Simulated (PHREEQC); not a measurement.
Dissolve 130 mmol/kgw Na3PO4 at 25 °C. Closed to the air; pH follows from the charge balance.

All values are PHREEQC results (ion-association model, wateq4f.dat), not measurements.

Precipitation was switched off in this run.

Order these P species by the share of P that they hold, largest first: HPO4-2, NaHPO4-, PO4-3.

PO4-3 (82 %), HPO4-2 (16 %), NaHPO4- (2.4 %)

The pH is 12.16 and the ionic strength 0.727 mol/kgw. Ionic strength above about 0.7 mol/kgw puts this run outside the model's range. Complexes and solids missing from the database can't appear. H3PO4, which wateq4f.dat lacks, is added to it with the constant of phreeqc.dat.
